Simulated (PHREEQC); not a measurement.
A solution holds 0.037 mol/kgw Na2S, 0.095 mol/kgw HCl and 0.00028 mol/kgw FeCl2, at 53 °C. Closed to the air; pH follows from the charge balance.

All values are PHREEQC results (ion-association model, phreeqc.dat), not measurements.

No solid was allowed to form.

Q: Estimate the pH, specific conductance.

A: pH 1.76; specific conductance 26000 µS/cm.

Q: In which forms is Fe present?

A: Fe+2 95 %, FeCl+ 4.8 % of the Fe.

Species that the database lacks are ignored. At this temperature some constants are extrapolated from 25 °C, and those without enthalpy data are left unchanged.
